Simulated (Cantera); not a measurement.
Cantera run:

```python
import numpy as np
import cantera as ct

gas_names = """
    H HO2 H2 H2O H2O2 O OH O2 O3 Si SiH SiH2 SiH3 SiH4 SiO SiO2 Si2 Si3
""".split()
cond_names = """
    H2O(s) H2O(L) Si(cr) Si(L) SiO2(Lqz) SiO2(hqz) SiO2(L)
""".split()


# ... load() reads the species with a 1 bar reference pressure and builds the phases ...
atoms = {
    'SiO2': {'Si': 1, 'O': 2},
    'H2': {'H': 2},
}
top_T = {}  # K; cautious upper limits of use, not melting points


# ... equilibrate(T, P, feed) seeds the gas with the atoms and calls Mixture.equilibrate('TP', solver="vcs", rtol=1e-11, max_steps=5000) ...
results = []
feed = {'SiO2': 1, 'H2': 2300}  # mol
P = 10000  # Pa
for T in [1250, 1300, 1350, 1400, 1450, 1500, 1550, 1600, 1650, 1700, 1750, 1800]:
    mix = equilibrate(T, P, feed)
    results.append((T, P, feed, dict(zip(mix.species_names, mix.species_moles))))

top = {s: max(r[3][s] / sum(r[3][g] for g in gas_names) for r in results) for s in gas_names}
cols = sorted((s for s in top if top[s] > 1e-05), key=lambda s: -top[s])[:8]
seen = [c for c in cond_names if any(r[3].get(c, 0) > 1e-12 for r in results)]
print("log10 of partial pressures in bar; condensed amounts in mol")
print(f"{'T/K':>10s}" + "".join(f"{s[:9]:>10s}" for s in cols + seen))
for T, P, feed, n in results:
    ng = sum(n[g] for g in gas_names)
    print(f"{T:10.4g}" + "".join(f"{np.log10(max(n[s] / ng * P / 1e5, 1e-99)):10.3f}" for s in cols)
          + "".join(f"{n.get(c, 0):10.4g}" for c in seen))
```

Result:

```
log10 of partial pressures in bar; condensed amounts in mol
       T/K        H2         H       H2O       SiO SiO2(hqz)
      1250    -1.000    -6.816    -6.777    -6.777    0.9962
      1300    -1.000    -6.456    -6.338    -6.339    0.9894
      1350    -1.000    -6.123    -5.933    -5.933    0.9732
      1400    -1.000    -5.813    -5.557    -5.557    0.9363
      1450    -1.000    -5.524    -5.208    -5.208    0.8576
      1500    -1.000    -5.254    -4.883    -4.883    0.6989
      1550    -1.000    -5.002    -4.580    -4.580    0.3942
      1600    -1.000    -4.765    -4.362    -4.362         0
      1650    -1.001    -4.542    -4.362    -4.362         0
      1700    -1.001    -4.332    -4.362    -4.362         0
      1750    -1.001    -4.134    -4.362    -4.362         0
      1800    -1.001    -3.946    -4.362    -4.362         0
```

Equilibrium computed with Cantera from the NASA thermochemical tables; the gas is ideal and each condensed phase is pure. The tables hold silica as quartz up to 1696 K and as liquid above; real silica turns to tridymite and cristobalite and melts near 1996 K.
